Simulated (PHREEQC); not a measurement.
0.054 g of hydrous ferric oxide (600 m²/g; 0.2 weak and 0.005 strong sites per Fe, Dzombak-Morel constants, diffuse double layer) in 1 kg of water with 0.05 mol/kgw of an inert sodium salt, at 25 °C; the pH is set by adding NaOH or the inert anion's acid. Oxygen is held at 0.21 atm. The system is closed to CO2. No solid was allowed to form.

Model: ion-association model, wateq4f.dat, run in PHREEQC.

| pH | surface charge σ (C/m²) | surface potential ψ (mV) |
|---|---|---|
| 3 | 0.357 | 169 |
| 3.38 | 0.342 | 167 |
| 4.12 | 0.281 | 158 |
| 4.5 | 0.238 | 149 |
| 5.25 | 0.154 | 127 |
| 5.62 | 0.119 | 114 |
| 6.38 | 0.064 | 84 |
| 6.75 | 0.045 | 67 |
| 7.5 | 0.017 | 31 |
| 7.88 | 0.006 | 12 |
| 8.62 | -0.014 | -26 |
| 9 | -0.026 | -45 |

Species that the database lacks are ignored. The oxide is taken as insoluble; below pH 4 it would dissolve.
